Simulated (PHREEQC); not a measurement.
Consider water at 9.6 °C and 500 atm with 0.0022 mol Cu(BF4)2, 5.6e-05 mol HBF4 and 0.00098 mol H3BO3 per kg of water. Closed to the air; pH follows from the charge balance.

The numbers come from PHREEQC with the ion-association model, phreeqc.dat.

Each row changes one thing in this solution. Precipitation was switched off in this run.

| case | pH | ionic strength (mol/kgw) | BF4- (mol/kgw) | F- (mol/kgw) | HF (mol/kgw) | H3BO3 (mol/kgw) |
|---|---|---|---|---|---|---|
| as made | 2.93 | 0.00783 | 0.00302 | 0.00177 | 0.00165 | 0.00156 |
| temperature from 9.6 to 60 °C | ? | 0.00756 | 0.00229 | 0.00201 | 0.00394 | 0.00207 |
| HBF4 replaced by H2SiF6 at the same molality | ? | 0.00791 | 0.00299 | 0.00174 | 0.00166 | 0.00156 |
| diluted 5-fold with water | ? | 0.00218 | 0.000217 | 0.00139 | 0.000957 | 0.000737 |
| H3BO3 from 0.00098 to 0.00108 mol/kgw | 2.93 | 0.00782 | 0.00303 | 0.00175 | 0.00163 | 0.00164 |
| diluted 10-fold with water | ? | 0.00132 | 2.22e-5 | 0.00105 | 0.000564 | 0.000490 |
| diluted 2-fold with water | ? | 0.00436 | 0.00118 | 0.00167 | 0.00138 | 0.00111 |

Q: Complete the blanks.

A: 
- temperature from 9.6 to 60 °C, pH: 3.02
- HBF4 replaced by H2SiF6 at the same molality, pH: 2.92
- diluted 5-fold with water, pH: 3.08
- diluted 10-fold with water, pH: 3.19
- diluted 2-fold with water, pH: 2.99

Under pressure, the constants of complexes without a molar volume in the database are unreliable. Away from 25 °C the constants follow the database's enthalpies or fits; those with neither stay at their 25 °C values. SiF6-2 is the database's only silicon fluoride. Real BF4- forms and hydrolyses slowly; the run takes it at equilibrium.
